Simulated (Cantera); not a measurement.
Cantera run:

```python
import numpy as np
import cantera as ct

gas_names = """
    H H2 N NH NH2 NH3 N2 N2H2 N2H4 Si SiH SiH2 SiH3 SiH4 SiN Si2 Si2N Si3
""".split()
cond_names = """
    Si(cr) Si(L) Si3N4(a)
""".split()


# ... load() reads the species with a 1 bar reference pressure and builds the phases ...
atoms = {
    'Si': {'Si': 1},
    'NH3': {'N': 1, 'H': 3},
    'N2': {'N': 2},
}
top_T = {'Si3N4(a)': 2400}  # K; cautious upper limits of use, not melting points


# ... equilibrate(T, P, feed) seeds the gas with the atoms and calls Mixture.equilibrate('TP', solver="vcs", rtol=1e-11, max_steps=5000) ...
results = []
feed = {'Si': 1, 'NH3': 0.62, 'N2': 4.4}  # mol
T = 898  # K
P = 39  # Pa
mix = equilibrate(T, P, feed)
results.append((T, P, feed, dict(zip(mix.species_names, mix.species_moles))))
print(gas.report(threshold=0.001))
for i in range(1, mix.n_phases):
    print(f"{mix.phase(i).name:16s} {mix.phase_moles(i):12.5e} mol")
```

It prints:

```
       temperature   898 K
          pressure   39 Pa
           density   0.00012093 kg/m^3
  mean mol. weight   23.152 kg/kmol
   phase of matter   gas

                          1 kg             1 kmol
                     ---------------   ---------------
          enthalpy        7.7993e+05        1.8057e+07  J
   internal energy        4.5744e+05        1.0591e+07  J
           entropy             12198        2.8242e+05  J/K
    Gibbs function       -1.0174e+07       -2.3556e+08  J
 heat capacity c_p            1369.5             31707  J/K
 heat capacity c_v            1010.4             23393  J/K

                      mass frac. Y      mole frac. X     chem. pot. / RT
                     ---------------   ---------------   ---------------
                H2          0.016283             0.187           -26.771
                N2           0.98372             0.813           -32.648
     [  +16 minor]        2.5855e-08        3.7403e-08

Si(cr)            0.00000e+00 mol
Si3N4(a)          3.33333e-01 mol
```

These are equilibrium values from Cantera (NASA tables, ideal gas, pure condensed phases), not measurements of a reactor.
